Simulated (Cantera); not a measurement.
## CH3Cl + F2 (fluorocarbon and chlorocarbon gases)

Feed: 1 mol CH3Cl, a varied amount of F2, equilibrated at 2498 K and 0.240 bar.

These are equilibrium values from Cantera (NASA tables, ideal gas, pure condensed phases), not measurements of a reactor. Candidate condensed phases: C, C6H6, C7H8, C8H18; 118 gas species. Gases not in the tables: C2F6 and larger saturated fluorocarbons. The numbers say what is thermodynamically allowed, not how fast it happens.

From 0.19 mol F2 to 2 mol F2 the condensed part is C(graphite). The main C-bearing gas is C2H2 (acetylene) at 0.19 mol F2 and CF2 at 2 mol F2.

```csv
n(F2) (mol),x HF,x HCl,x H2,x Cl,x CF2,x F,x H,x CF4,n C(graphite)
0.19,0.169,0.419,0.353,0.0253,2.49e-8,3.00e-5,0.0302,<1e-12,0.982
0.34,0.283,0.389,0.272,0.0268,9.11e-8,5.74e-5,0.0265,<1e-12,0.985
0.49,0.383,0.362,0.201,0.0291,2.27e-7,9.05e-5,0.0228,<1e-12,0.989
0.63,0.467,0.338,0.142,0.0322,4.74e-7,0.000131,0.0192,<1e-12,0.991
0.78,0.546,0.312,0.0876,0.0379,1.05e-6,0.000195,0.0151,3.04e-12,0.994
0.93,0.615,0.282,0.0423,0.0492,2.77e-6,0.000316,0.0105,2.11e-11,0.997
1.1,0.677,0.224,0.00919,0.0840,1.54e-5,0.000747,0.00488,6.54e-10,0.999
1.2,0.701,0.170,0.00249,0.122,6.11e-5,0.00149,0.00254,1.03e-8,0.999
1.4,0.728,0.0618,0.000123,0.200,0.00133,0.00693,0.000565,4.85e-6,0.994
1.5,0.726,0.0301,2.42e-5,0.220,0.00673,0.0156,0.000250,0.000124,0.970
1.7,0.696,0.0136,4.90e-6,0.221,0.0306,0.0333,0.000113,0.00257,0.852
1.8,0.681,0.0111,3.37e-6,0.217,0.0426,0.0392,9.33e-5,0.00499,0.783
2,0.653,0.00840,2.07e-6,0.210,0.0639,0.0480,7.32e-5,0.0112,0.642
```
x: gas mole fraction; n: condensed amount in mol.
